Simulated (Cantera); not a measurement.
Feed: 1 mol borazine, 1.3 mol O₂, 0.3 mol H₂O, at 1150 °C and 0.00710 bar.

Method: chemical equilibrium by Gibbs-energy minimisation in Cantera with the NASA 1993 tables (ideal gas, pure condensed phases). The feed counts by its element totals alone. Mutual solubility and eutectic melting of coexisting phases are not modelled. Rates play no part.

```csv
species,before,after
H₂,0.768,0.773
N₂,0.225,0.226
H₂O,0.000724,0.000916
HBO₂,0.00377,4.41e-8
HBO,0.00132,<1e-9
B₂O₃,0.000580,<1e-9
H,6.92e-5,<1e-9
B₂O₂,2.11e-5,<1e-9
"BN(s), mol",1.07,1.07
"B₂O₃(l), mol",0.950,0.965
```
Gas species are given as mole fractions.

Task: Which change was made?
A) temperature from 1150 °C to 1850 °C
B) temperature from 1150 °C to 525 °C
C) temperature from 1150 °C to 1325 °C
D) pressure from 0.00710 bar to 0.00260 bar

Result: B, temperature from 1150 °C to 525 °C
